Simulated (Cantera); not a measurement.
Input: 1 mol LiOH, 1.1 mol H2O, equilibrated at 1.00 Torr.

Cantera equilibrium calculation (NASA polynomials, part measured and part estimated; ideal gas, pure solids and liquids). Candidate condensed phases: H2O, Li, LiH, LiOH, Li2O; 17 gas species. Rates play no part. All values below are at 2223 K.

Base state: H2O 0.399, LiOH 0.213, Li 0.162, O2 0.0594, H2 0.0589, H 0.0426, OH 0.0416, O 0.0209 (mole fractions); condensed: gas only.

Task: What changes in the equilibrium state with this change: H2O from 1.1 to 0.12 mol?

Result: 
| species | before | after |
|---|---|---|
| Li | 0.162 | 0.317 |
| LiOH | 0.213 | 0.305 |
| H2O | 0.399 | 0.187 |
| H2 | 0.0589 | 0.0242 |
| H | 0.0426 | 0.0273 |
| OH | 0.0416 | 0.0305 |
| O2 | 0.0594 | 0.0776 |
| O | 0.0209 | 0.0238 |
| Li2O | 0.000888 | 0.00387 |
| LiO | 0.00181 | 0.00403 |
| LiH | 5.31e-5 | 6.65e-5 |
